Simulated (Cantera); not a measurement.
Charge: 1 mol C, 0.17 mol NH₃, 4.2 mol N₂, 0.94 mol H₂, equilibrated at 1200 K and 133 Pa.

These are equilibrium values from Cantera (NASA tables, ideal gas, pure condensed phases), not measurements of a reactor. Candidate condensed phases: C, C₆H₆, C₇H₈, C₈H₁₈; 92 gas species. Kinetics and transport are ignored.

Base state: N₂ 0.782, H₂ 0.218, HCN 3.08e-5 (mole fractions); condensed: C(graphite).

Problem. What changes in the equilibrium state with this change: temperature from 1200 K to 1898.15 K?

Solution. 
| species | before | after |
|---|---|---|
| N₂ | 0.782 | 0.776 |
| H₂ | 0.218 | 0.210 |
| H | 2.52e-6 | 0.00982 |
| C₂H₂ (acetylene) | 2.24e-8 | 7.91e-5 |
| HNC | 1.54e-7 | 0.000182 |
| HCN | 3.08e-5 | 0.00390 |
| C(graphite), mol | 1.000 | 0.977 |
